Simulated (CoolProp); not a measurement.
Aqueous magnesium chloride as a coolant, at 35 °C, 1 atm.

Computed with CoolProp (Melinder's fits for secondary coolants).

```json
[
 {"mass %": "3.1", "freezing point (°C)": "-1.8", "viscosity (mPa s)": "0.844", "conductivity (W/(m K))": "0.615", "Prandtl number": "…", "density (kg/m³)": "1020"},
 {"mass %": "5.3", "freezing point (°C)": "…", "viscosity (mPa s)": "0.863", "conductivity (W/(m K))": "…", "Prandtl number": "5.50", "density (kg/m³)": "1038"},
 {"mass %": "7.6", "freezing point (°C)": "-5.3", "viscosity (mPa s)": "0.902", "conductivity (W/(m K))": "0.607", "Prandtl number": "5.60", "density (kg/m³)": "1057"},
 {"mass %": "9.9", "freezing point (°C)": "-8.1", "viscosity (mPa s)": "0.985", "conductivity (W/(m K))": "0.602", "Prandtl number": "5.96", "density (kg/m³)": "1077"},
 {"mass %": "12.1", "freezing point (°C)": "…", "viscosity (mPa s)": "1.10", "conductivity (W/(m K))": "0.596", "Prandtl number": "6.49", "density (kg/m³)": "1096"},
 {"mass %": "14.4", "freezing point (°C)": "-15.6", "viscosity (mPa s)": "1.23", "conductivity (W/(m K))": "…", "Prandtl number": "7.11", "density (kg/m³)": "1117"},
 {"mass %": "16.7", "freezing point (°C)": "-20.3", "viscosity (mPa s)": "1.36", "conductivity (W/(m K))": "0.583", "Prandtl number": "7.72", "density (kg/m³)": "1137"},
 {"mass %": "19", "freezing point (°C)": "-25.9", "viscosity (mPa s)": "1.55", "conductivity (W/(m K))": "0.575", "Prandtl number": "8.59", "density (kg/m³)": "1159"},
 {"mass %": "21.2", "freezing point (°C)": "-32.5", "viscosity (mPa s)": "1.98", "conductivity (W/(m K))": "0.569", "Prandtl number": "10.8", "density (kg/m³)": "1180"},
 {"mass %": "23.5", "freezing point (°C)": "-41.9", "viscosity (mPa s)": "3.57", "conductivity (W/(m K))": "0.561", "Prandtl number": "18.9", "density (kg/m³)": "1204"},
 {"mass %": "25.8", "freezing point (°C)": "-55.5", "viscosity (mPa s)": "12.6", "conductivity (W/(m K))": "0.553", "Prandtl number": "64.8", "density (kg/m³)": "1230"},
 {"mass %": "28", "freezing point (°C)": "-74.7", "viscosity (mPa s)": "126", "conductivity (W/(m K))": "0.542", "Prandtl number": "618", "density (kg/m³)": "1258"}
]
```

Problem. Complete the blanks.

Solution. 
- 3.1, Prandtl number: 5.51
- 5.3, freezing point (°C): -3.2
- 5.3, conductivity (W/(m K)): 0.611
- 12.1, freezing point (°C): -11.5
- 14.4, conductivity (W/(m K)): 0.589
